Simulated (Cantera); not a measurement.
A closed system holds: 1 mol C₃H₆, 1.6 mol O₂, 1.2 mol H₂, 5.2 mol H₂O, held at 973.15 K and 13000 Pa.

Method: chemical equilibrium by Gibbs-energy minimisation in Cantera with the NASA 1993 tables (ideal gas, pure condensed phases). Equilibrium is a limit: real reactors are often held back by kinetics, nucleation or transport.

```csv
species,before,after
H₂O,0.309,0.795
H₂,0.450,0.0988
CO₂,0.127,0.0988
CO,0.115,0.00762
CH₄,4.55e-5,1.24e-8
```
Gas species are given as mole fractions.

Task: Which change was made?
(A) C₃H₆ replaced by CH₃OH
(B) temperature from 973.15 K to 625 K
(C) temperature from 973.15 K to 2873.15 K
(D) temperature from 973.15 K to 1248 K

Result: A, C₃H₆ replaced by CH₃OH
